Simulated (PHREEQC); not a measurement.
## Brine (model solution)

Make-up at 25 °C: 1.3 mol Na2SO4, 0.4 mol MnCl2 and 0.001 mol H4SiO4 per kg of water. Closed to the air; pH follows from the charge balance.

Computed with PHREEQC (ion-association model with the Davies equation for every ion, phreeqc.dat).

The pH is 6.57 and the ionic strength comes out as 1.94 mol/kgw. The activity of water comes out as 0.935.

```json
[
 {"species": "Na+", "molality": "1.70", "activity": "1.70", "log γ": "0.000"},
 {"species": "NaSO4-", "molality": "0.903", "activity": "0.904", "log γ": "0.000"},
 {"species": "Cl-", "molality": "0.694", "activity": "0.694", "log γ": "0.000"},
 {"species": "MnSO4", "molality": "0.291", "activity": "0.455", "log γ": "0.194"},
 {"species": "SO4-2", "molality": "0.106", "activity": "0.106", "log γ": "0.001"},
 {"species": "MnCl+", "molality": "0.0680", "activity": "0.0681", "log γ": "0.000"},
 {"species": "Mn+2", "molality": "0.0240", "activity": "0.0241", "log γ": "0.001"},
 {"species": "MnCl2", "molality": "0.0132", "activity": "0.0206", "log γ": "0.194"},
 {"species": "MnCl3-", "molality": "0.00394", "activity": "0.00395", "log γ": "0.000"}
]
```

Precipitation was switched off in this run. Examples of supersaturated solids here: Quartz (slow to form), Chalcedony (slow to form). Others may be too. Ionic strength above about 0.7 mol/kgw puts this run outside the model's range. Complexes and solids missing from the database can't appear.
